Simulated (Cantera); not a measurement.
Input (Python, Cantera) and output of one run.

```python
import numpy as np
import cantera as ct

gas_names = [...]  # 110 gases of nasa_gas.yaml made of C, H, O
cond_names = """
    C(gr) C6H6(L) C7H8(L) C8H18(L),n-octa H2O(s) H2O(L)
""".split()


# ... load() reads the species with a 1 bar reference pressure and builds the phases ...
atoms = {
    'CH4': {'C': 1, 'H': 4},
    'H2': {'H': 2},
    'O2': {'O': 2},
}
top_T = {'C(gr)': 4500}  # K; cautious upper limits of use, not melting points


# ... equilibrate(T, P, feed) seeds the gas with the atoms and calls Mixture.equilibrate('TP', solver="vcs", rtol=1e-11, max_steps=5000) ...
results = []
feed = {'CH4': 1, 'H2': 33, 'O2': 0.11}  # mol
T = 1900  # K
P = 10000  # Pa
mix = equilibrate(T, P, feed)
results.append((T, P, feed, dict(zip(mix.species_names, mix.species_moles))))
print(gas.report(threshold=1e-05))
for i in range(1, mix.n_phases):
    print(f"{mix.phase(i).name:16s} {mix.phase_moles(i):12.5e} mol")
```

Result:

```
       temperature   1900 K
          pressure   10000 Pa
           density   0.0013835 kg/m^3
  mean mol. weight   2.1856 kg/kmol
   phase of matter   gas

                          1 kg             1 kmol
                     ---------------   ---------------
          enthalpy        2.2661e+07        4.9528e+07  J
   internal energy        1.5433e+07        3.3731e+07  J
           entropy             94605        2.0677e+05  J/K
    Gibbs function       -1.5709e+08       -3.4333e+08  J
 heat capacity c_p             15491             33856  J/K
 heat capacity c_v             11686             25542  J/K

                      mass frac. Y      mole frac. X     chem. pot. / RT
                     ---------------   ---------------   ---------------
               CH4        0.00040501        5.5176e-05           -45.917
                CO          0.079957         0.0062389           -41.905
    C2H2,acetylene         0.0045072        0.00037832           -26.944
                 H          0.001152         0.0024979           -10.815
                H2           0.91395           0.99083            -21.63
     [ +105 minor]        2.7969e-05        3.4721e-06

C(gr)             7.51235e-01 mol
```

Method: chemical equilibrium by Gibbs-energy minimisation in Cantera with the NASA 1993 tables (ideal gas, pure condensed phases).
